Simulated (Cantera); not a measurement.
Cantera run, input and output.

```python
import numpy as np
import cantera as ct

gas = ct.Solution("gri30.yaml")
gas.TPX = 1625, 39000, {'CH4': 1, 'O2': 5.71, 'N2': 21.5}
reactor = ct.IdealGasReactor(gas, energy="on", clone=False)
net = ct.ReactorNet([reactor])
net.rtol, net.atol = 1e-08, 1e-16
show = ['CH4', 'O2', 'CH3', 'CO2', 'C2H2', 'NO2']
times = np.geomspace(7e-06, 6, 12)

steps = ct.SolutionArray(gas, extra=["t"])
rows = []
print(f"{'t/s':>10s}{'T/K':>9s}{'P/Pa':>11s}" + "".join(f"{s:>11s}" for s in show))
for t in times:
    while net.time < t:
        t_next = net.step()
        steps.append(gas.state, t=t_next)
    rows.append([np.interp(t, steps.t, y) for y in (steps.T, steps.P, *steps(*show).X.T)])
    print(f"{t:10.3e}{rows[-1][0]:9.1f}{rows[-1][1]:11.4g}" + "".join(f"{x:11.3e}" for x in rows[-1][2:]))
rate = np.gradient(steps.T, steps.t)
print("integrator steps:", len(steps.t))
if steps.T.max() > steps.T[0] + 200:
    print(f"time of steepest temperature rise: {steps.t[rate.argmax()]:.4e} s")
gas.TPX = 1625, 39000, {'CH4': 1, 'O2': 5.71, 'N2': 21.5}
gas.equilibrate("UV")
print(f"equilibrium (UV): T = {gas.T:.1f} K  " + "  ".join(f"{s} {gas[s].X[0]:.3e}" for s in show))
```

Output:

```
       t/s      T/K       P/Pa        CH4         O2        CH3        CO2       C2H2        NO2
 7.000e-06   1625.0    3.9e+04  3.545e-02  2.024e-01  9.749e-07  2.828e-12  8.759e-17  3.186e-20
 2.424e-05   1625.0    3.9e+04  3.544e-02  2.024e-01  4.227e-06  8.701e-11  3.639e-14  2.509e-18
 8.391e-05   1624.9    3.9e+04  3.543e-02  2.024e-01  1.869e-05  2.869e-09  9.927e-12  1.621e-16
 2.905e-04   1625.1    3.9e+04  3.523e-02  2.023e-01  1.325e-04  3.010e-07  4.410e-09  1.684e-14
 1.006e-03   2261.4  5.529e+04  1.051e-19  1.248e-01  2.640e-18  2.752e-02  1.150e-23  2.184e-08
 3.483e-03   2438.6  5.898e+04  5.778e-20  1.273e-01  8.213e-19  3.202e-02  5.463e-24  6.832e-07
 1.206e-02   2433.3  5.883e+04  5.370e-20  1.257e-01  7.482e-19  3.213e-02  4.761e-24  2.565e-06
 4.175e-02   2421.1  5.851e+04  4.653e-20  1.227e-01  6.287e-19  3.230e-02  3.689e-24  6.227e-06
 1.446e-01   2414.4  5.834e+04  4.295e-20  1.211e-01  5.707e-19  3.239e-02  3.197e-24  8.199e-06
 5.005e-01   2414.2  5.834e+04  4.285e-20  1.210e-01  5.691e-19  3.239e-02  3.184e-24  8.254e-06
 1.733e+00   2414.2  5.834e+04  4.285e-20  1.210e-01  5.691e-19  3.239e-02  3.184e-24  8.254e-06
 6.000e+00   2414.2  5.834e+04  4.285e-20  1.210e-01  5.691e-19  3.239e-02  3.184e-24  8.254e-06
integrator steps: 1672
time of steepest temperature rise: 7.4208e-04 s
equilibrium (UV): T = 2414.2 K  CH4 6.544e-20  O2 1.210e-01  CH3 8.691e-19  CO2 3.239e-02  C2H2 3.679e-24  NO2 8.254e-06
```

Model: GRI-Mech 3.0 (53 species, 325 reactions), integrated in Cantera.
